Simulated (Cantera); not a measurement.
Moist CO burnout

An isothermal, constant-pressure homogeneous reactor starts with CO : O2 : H2O : N2 = 0.0024 : 0.025 : 0.04 : 1 (molar parts), at 1023 K and 0.330 bar.

Model: GRI-Mech 3.0 (53 species, 325 reactions), integrated in Cantera.

```json
[
 {"t (s)": "4.00e-6", "x CO": "0.00225", "x O2": "0.0234", "x H2O": "0.0375", "x O": "<1e-12", "x NO2": "<1e-12", "x CO2": "<1e-12", "x OH": "<1e-12"},
 {"t (s)": "3.36e-5", "x CO": "0.00225", "x O2": "0.0234", "x H2O": "0.0375", "x O": "1.05e-12", "x NO2": "<1e-12", "x CO2": "1.06e-12", "x OH": "<1e-12"},
 {"t (s)": "0.000283", "x CO": "0.00225", "x O2": "0.0234", "x H2O": "0.0375", "x O": "8.29e-12", "x NO2": "<1e-12", "x CO2": "9.16e-12", "x OH": "1.33e-12"},
 {"t (s)": "0.00238", "x CO": "0.00225", "x O2": "0.0234", "x H2O": "0.0375", "x O": "8.13e-11", "x NO2": "<1e-12", "x CO2": "1.72e-10", "x OH": "5.81e-11"},
 {"t (s)": "0.0200", "x CO": "0.00224", "x O2": "0.0234", "x H2O": "0.0375", "x O": "1.24e-6", "x NO2": "<1e-12", "x CO2": "4.57e-6", "x OH": "1.19e-6"},
 {"t (s)": "0.168", "x CO": "0.000234", "x O2": "0.0224", "x H2O": "0.0375", "x O": "3.09e-6", "x NO2": "2.43e-11", "x CO2": "0.00202", "x OH": "1.13e-5"},
 {"t (s)": "1.41", "x CO": "2.97e-6", "x O2": "0.0223", "x H2O": "0.0375", "x O": "4.41e-8", "x NO2": "4.02e-11", "x CO2": "0.00225", "x OH": "1.83e-6"},
 {"t (s)": "11.9", "x CO": "1.13e-8", "x O2": "0.0223", "x H2O": "0.0375", "x O": "1.12e-9", "x NO2": "5.58e-12", "x CO2": "0.00225", "x OH": "3.06e-7"},
 {"t (s)": "100", "x CO": "4.86e-12", "x O2": "0.0223", "x H2O": "0.0375", "x O": "1.24e-10", "x NO2": "5.08e-12", "x CO2": "0.00225", "x OH": "1.02e-7"}
]
```
x: mole fraction; the columns are a selection and need not sum to one.

Equilibrium at this temperature and pressure: CO 3.45e-12, O2 0.0223, H2O 0.0375, O 8.15e-11, NO2 1.23e-7, CO2 0.00225, OH 8.26e-8 (gas phase only).
